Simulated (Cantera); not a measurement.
N2O furnace oxynitridation

An isothermal, constant-pressure homogeneous reactor starts with N₂O : O₂ = 1 : 0.29 (molar parts), at 1225 K and 10.00 Torr.

Computed with Cantera and GRI-Mech 3.0 (53 species, 325 reactions). GRI-Mech 3.0 was tuned for natural gas; its chemistry of N2O as a main component is partial and can be far from experiment. Radical loss at walls, strong at low pressure, is not modelled. The mechanism lacks the step 2 NO + O2 → 2 NO2, which can matter for NO2 below about 1400 K. The temperature is held fixed by assumption; the heat of reaction is taken as removed at once.

```json
[
 {"t (s)": "0.000100", "x N₂O": "0.775", "x O₂": "0.225", "x O": "4.62e-7", "x NO": "1.04e-8", "x NO₂": "<1e-12", "x N₂": "5.47e-7"},
 {"t (s)": "0.000316", "x N₂O": "0.775", "x O₂": "0.225", "x O": "1.21e-6", "x NO": "9.15e-8", "x NO₂": "<1e-12", "x N₂": "1.96e-6"},
 {"t (s)": "0.00100", "x N₂O": "0.775", "x O₂": "0.225", "x O": "2.28e-6", "x NO": "6.44e-7", "x NO₂": "<1e-12", "x N₂": "7.55e-6"},
 {"t (s)": "0.00316", "x N₂O": "0.775", "x O₂": "0.225", "x O": "2.67e-6", "x NO": "3.08e-6", "x NO₂": "1.61e-12", "x N₂": "2.79e-5"},
 {"t (s)": "0.0100", "x N₂O": "0.775", "x O₂": "0.225", "x O": "2.68e-6", "x NO": "1.11e-5", "x NO₂": "2.04e-11", "x N₂": "9.32e-5"},
 {"t (s)": "0.0316", "x N₂O": "0.775", "x O₂": "0.225", "x O": "2.68e-6", "x NO": "3.63e-5", "x NO₂": "2.18e-10", "x N₂": "0.000300"},
 {"t (s)": "0.100", "x N₂O": "0.774", "x O₂": "0.225", "x O": "2.68e-6", "x NO": "0.000116", "x NO₂": "2.15e-9", "x N₂": "0.000953"},
 {"t (s)": "0.316", "x N₂O": "0.771", "x O₂": "0.226", "x O": "2.68e-6", "x NO": "0.000368", "x NO₂": "1.95e-8", "x N₂": "0.00301"},
 {"t (s)": "1.00", "x N₂O": "0.761", "x O₂": "0.228", "x O": "2.68e-6", "x NO": "0.00115", "x NO₂": "1.45e-7", "x N₂": "0.00945"},
 {"t (s)": "3.16", "x N₂O": "0.732", "x O₂": "0.235", "x O": "2.68e-6", "x NO": "0.00356", "x NO₂": "7.42e-7", "x N₂": "0.0292"},
 {"t (s)": "10.0", "x N₂O": "0.649", "x O₂": "0.255", "x O": "2.68e-6", "x NO": "0.0105", "x NO₂": "2.67e-6", "x N₂": "0.0855"},
 {"t (s)": "31.6", "x N₂O": "0.453", "x O₂": "0.301", "x O": "2.67e-6", "x NO": "0.0267", "x NO₂": "7.79e-6", "x N₂": "0.219"},
 {"t (s)": "100", "x N₂O": "0.164", "x O₂": "0.370", "x O": "2.63e-6", "x NO": "0.0506", "x NO₂": "1.69e-5", "x N₂": "0.415"}
]
```
x: mole fraction; the columns are a selection and need not sum to one.

Equilibrium at this temperature and pressure: N₂O 1.94e-9, O₂ 0.441, O 2.44e-7, NO 0.000289, NO₂ 7.25e-7, N₂ 0.559 (gas phase only).
